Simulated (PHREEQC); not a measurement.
1 kg of water holding 0.074 mol NaOH and 0.37 mol NaCl meets 20 L of dry gas (H2 1 by moles) at fixed total pressure, at 5 atm; fugacities by Peng-Robinson. The gases take part in no redox reaction, some water evaporates into the gas, and hydrates or a liquid gas phase aren't modelled. Nothing may precipitate in this run.

Equilibrium calculation in PHREEQC: ion-association model, phreeqc.dat.

| T (°C) | dissolved H2 (mol/kgw) | φ of H2 |
|---|---|---|
| 10 | 0.00395 | 1.001 |
| 20 | 0.00366 | 1.001 |
| 30 | 0.00345 | 1.001 |
| 40 | 0.00330 | 1.001 |
| 50 | 0.00321 | 1.001 |
| 60 | 0.00314 | 1.001 |
| 70 | 0.00309 | 1.002 |
| 80 | 0.00304 | 1.002 |
| 90 | 0.00297 | 1.002 |

Complexes and solids missing from the database can't appear. At this temperature some constants are extrapolated from 25 °C, and those without enthalpy data are left unchanged.
